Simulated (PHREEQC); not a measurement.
Dissolve 0.0029 mol FeCl3, 0.0037 mol NaHCO3 and 0.00047 mol Na2SO4 per kg of water at 25 °C. Closed to the air; pH follows from the charge balance.

Equilibrium calculation in PHREEQC: ion-association model, phreeqc.dat.

No solid was allowed to form.

Q: Order these S species by the share of S that they hold, largest first: SO4-2, HSO4-, NaSO4-, Fe(SO4)2-, FeSO4+.

A: SO4-2 (79 %), FeSO4+ (18 %), HSO4- (1.3 %), NaSO4- (1.2 %), Fe(SO4)2- (0.19 %)

The pH is 3.62 and the ionic strength 0.0124 mol/kgw. Saturation is exceeded, for instance for Fe(OH)3(a), Hematite (slow to form); the values hold only as long as no solid forms. Species that the database lacks are ignored.
